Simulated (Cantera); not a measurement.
**Thermodynamics of calcination and drying, feed Mg(OH)2 + CO2 + H2**

A closed system holds: 1 mol Mg(OH)2, 1 mol CO2, 0.035 mol H2, at 0.00133 bar.

Equilibrium computed with Cantera from the NASA thermochemical tables; the gas is ideal and each condensed phase is pure. Candidate condensed phases: C, C6H6, C7H8, C8H18, H2O, Mg, MgCO3, MgO, Mg(OH)2; 116 gas species. The numbers say what is thermodynamically allowed, not how fast it happens.

```tsv
T (°C)	x H2O	x CO2	x CO	x O2	x OH	x H2	x H	x O	x Mg	n MgO(s)
1325	0.503	0.478	0.0134	0.000361	0.000417	0.00470	1.00e-4	7.37e-6	7.57e-8	1.000
1375	0.502	0.476	0.0148	0.00106	0.000790	0.00486	0.000170	2.25e-5	2.36e-7	1.000
1425	0.501	0.472	0.0174	0.00250	0.00139	0.00539	0.000291	5.99e-5	7.39e-7	1.000
1475	0.498	0.467	0.0216	0.00491	0.00228	0.00636	0.000499	0.000141	2.32e-6	1.000
1525	0.493	0.458	0.0276	0.00839	0.00354	0.00780	0.000851	0.000299	7.17e-6	1.000
1575	0.487	0.447	0.0358	0.0131	0.00528	0.00972	0.00143	0.000593	2.15e-5	1.000
1625	0.479	0.433	0.0463	0.0190	0.00760	0.0122	0.00236	0.00111	6.23e-5	1.000
1675	0.468	0.415	0.0592	0.0263	0.0106	0.0152	0.00382	0.00197	0.000173	1.000
1725	0.454	0.393	0.0747	0.0351	0.0145	0.0189	0.00604	0.00338	0.000461	0.999
1775	0.437	0.366	0.0924	0.0451	0.0192	0.0232	0.00934	0.00558	0.00118	0.997
1825	0.416	0.336	0.112	0.0564	0.0249	0.0280	0.0141	0.00892	0.00291	0.993
1875	0.390	0.302	0.132	0.0689	0.0314	0.0333	0.0208	0.0139	0.00694	0.983
1925	0.357	0.265	0.150	0.0825	0.0387	0.0384	0.0299	0.0210	0.0160	0.959
```
x: gas mole fraction; n: condensed amount in mol.

From 1325 °C to 1925 °C the condensed part is MgO(s). The main Mg-bearing gas is Mg(OH)2 at 1325 °C and Mg at 1925 °C.
